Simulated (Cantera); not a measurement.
Charge: 1 mol Si2Cl6, 0.37 mol NH3, 4 mol N2, held at 575 °C and 0.0653 Torr.

Method: chemical equilibrium by Gibbs-energy minimisation in Cantera with the NASA 1993 tables (ideal gas, pure condensed phases). Candidate condensed phases: NH4Cl, Si, Si3N4; 28 gas species. The feed counts by its element totals alone. The tables' values for SiCl3 are old estimates; treat these amounts as uncertain. Kinetics and transport are ignored.

Base state: N2 0.616, SiCl4 0.210, HCl 0.163, H2 0.0113, SiCl3 4.14e-5, SiHCl3 2.37e-5 (mole fractions); condensed: Si3N4(s).

Q: What changes in the equilibrium state with this change: Si2Cl6 replaced by SiH4?

A: 
```json
[
 {"species": "N2", "before": "0.616", "after": "0.579"},
 {"species": "H2", "before": "0.0113", "after": "0.421"},
 {"species": "SiCl4", "before": "0.210", "after": "0"},
 {"species": "HCl", "before": "0.163", "after": "0"},
 {"species": "SiCl3", "before": "4.14e-5", "after": "0"},
 {"species": "SiHCl3", "before": "2.37e-5", "after": "0"},
 {"species": "Si3N4(s), mol", "before": "0.248", "after": "0.333"}
]
```
